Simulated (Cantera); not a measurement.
## Si3N4 + HF + H2 + Cl2 (nitride etching)

A closed system holds: 1 mol Si3N4, 7.1 mol HF, a varied amount of H2, 20 mol Cl2, held at 1075 K and 0.0680 bar.

These are equilibrium values from Cantera (NASA tables, ideal gas, pure condensed phases), not measurements of a reactor. Candidate condensed phases: NH4Cl, Si, Si3N4; 49 gas species. The tables' values for SiCl3 are old estimates; treat these amounts as uncertain. Equilibrium is a limit: real reactors are often held back by kinetics, nucleation or transport.

| n(H2) (mol) | x HCl | x H2 | x Cl2 | x N2 | x SiF4 | x SiCl4 | x Cl |
|---|---|---|---|---|---|---|---|
| 1.4 | 0.359 | 4.08e-11 | 0.456 | 0.0726 | 0.0643 | 0.0446 | 0.00286 |
| 2.4 | 0.416 | 6.18e-11 | 0.405 | 0.0701 | 0.0620 | 0.0431 | 0.00269 |
| 4.1 | 0.505 | 1.13e-10 | 0.326 | 0.0661 | 0.0585 | 0.0407 | 0.00242 |
| 6.9 | 0.632 | 2.69e-10 | 0.214 | 0.0605 | 0.0535 | 0.0374 | 0.00196 |
| 12 | 0.814 | 1.84e-9 | 0.0520 | 0.0525 | 0.0462 | 0.0325 | 0.000965 |
| 20 | 0.760 | 0.130 | 6.42e-10 | 0.0434 | 0.0381 | 0.0268 | 1.07e-7 |
| 33 | 0.593 | 0.321 | 1.58e-10 | 0.0338 | 0.0297 | 0.0208 | 5.32e-8 |
| 56 | 0.427 | 0.511 | 5.15e-11 | 0.0244 | 0.0213 | 0.0148 | 3.04e-8 |
| 94 | 0.292 | 0.666 | 1.85e-11 | 0.0167 | 0.0145 | 0.00995 | 1.82e-8 |
x: gas mole fraction; nothing condenses.

From 1.4 mol H2 to 94 mol H2 nothing is condensed. The main Si-bearing gas is SiF4 throughout.
